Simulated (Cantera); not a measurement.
What does this Cantera script print?

```python
import numpy as np
import cantera as ct

gas = ct.Solution("gri30.yaml")
gas.TPX = 650, 500000, {'H2': 1, 'O2': 0.61, 'N2': 2.29}
inlet = ct.Reservoir(gas, clone=True)
gas.equilibrate("HP")  # start burning
reactor = ct.IdealGasConstPressureReactor(gas, energy="on", clone=False)
exhaust = ct.Reservoir(gas, clone=True)
tau = [0.086, 0.043, 0.022, 0.011, 0.0054, 0.0027, 0.0013, 0.00067, 0.00034, 0.00017, 8.4e-05, 4.2e-05, 2.1e-05][0]
for a, b in ((inlet, reactor), (reactor, exhaust)):
    ct.MassFlowController(a, b, mdot=lambda t: reactor.mass / tau)
net = ct.ReactorNet([reactor])
show = ['H2', 'O2', 'H', 'N2O', 'O', 'NO2', 'HO2']

rows = []
print(f"{'tau/s':>10s}{'T/K':>9s}" + "".join(f"{s:>11s}" for s in show))
for tau in [0.086, 0.043, 0.022, 0.011, 0.0054, 0.0027, 0.0013, 0.00067, 0.00034, 0.00017, 8.4e-05, 4.2e-05, 2.1e-05]:
    net.initial_time = 0.0
    net.advance(30 * tau)
    before = gas.X
    net.advance(40 * tau)
    drift = np.max(np.abs(gas.X - before) / (gas.X + 1e-9))
    rows.append([gas.T, *gas[show].X, drift])
    print(f"{tau:10.3e}{gas.T:9.1f}" + "".join(f"{x:11.3e}" for x in gas[show].X))
```

Result:

```
     tau/s      T/K         H2         O2          H        N2O          O        NO2        HO2
 8.600e-02   2450.0  3.564e-03  2.828e-02  5.437e-04  8.044e-07  8.572e-04  5.041e-06  7.038e-06
 4.300e-02   2450.5  3.585e-03  2.850e-02  5.500e-04  8.015e-07  8.677e-04  4.710e-06  7.107e-06
 2.200e-02   2451.3  3.625e-03  2.885e-02  5.613e-04  7.978e-07  8.857e-04  4.179e-06  7.220e-06
 1.100e-02   2452.2  3.703e-03  2.938e-02  5.825e-04  7.945e-07  9.165e-04  3.386e-06  7.402e-06
 5.400e-03   2452.5  3.859e-03  3.001e-02  6.222e-04  7.945e-07  9.665e-04  2.424e-06  7.665e-06
 2.700e-03   2450.8  4.151e-03  3.060e-02  6.940e-04  7.991e-07  1.043e-03  1.575e-06  8.011e-06
 1.300e-03   2444.8  4.740e-03  3.111e-02  8.424e-04  8.062e-07  1.182e-03  9.418e-07  8.566e-06
 6.700e-04   2433.3  5.707e-03  3.155e-02  1.108e-03  8.067e-07  1.405e-03  5.874e-07  9.450e-06
 3.400e-04   2412.3  7.356e-03  3.210e-02  1.630e-03  7.872e-07  1.802e-03  3.641e-07  1.113e-05
 1.700e-04   2377.8  9.959e-03  3.293e-02  2.634e-03  7.337e-07  2.473e-03  2.191e-07  1.431e-05
 8.400e-05   2325.5  1.368e-02  3.420e-02  4.454e-03  6.510e-07  3.520e-03  1.272e-07  2.009e-05
 4.200e-05   2254.6  1.836e-02  3.601e-02  7.407e-03  5.631e-07  4.961e-03  7.680e-08  2.953e-05
 2.100e-05   2163.1  2.388e-02  3.850e-02  1.189e-02  4.828e-07  6.790e-03  5.171e-08  4.421e-05
```

Detailed kinetics in Cantera: GRI-Mech 3.0 (53 species, 325 reactions). The hydrogen kinetics of GRI-Mech 3.0 are dated; newer H2 mechanisms differ, most at raised pressure.
